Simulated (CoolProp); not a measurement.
Vapour-liquid equilibrium of n-hexane (1) + n-decane (2) at 2.59 kPa; x and y are mole fractions of (1).

Values from CoolProp's multi-fluid Helmholtz-energy mixture model, Thol 2019 and Lemmon 2006; pair parameters Kunz 2012.

**Question.** Give the bubble temperature and the first vapour's composition at x = 0.15, 0.35, 0.65. Is there an azeotrope?

**Answer.** x = 0.15: 294.4 K, y = 0.954; x = 0.35: 277.2 K, y = 0.991; x = 0.65: 265.7 K, y = 0.998. No azeotrope shows between x = 0.05 and 0.95.

Pair parameters are fitted to limited data, so mixtures are less certain than the pure fluids.
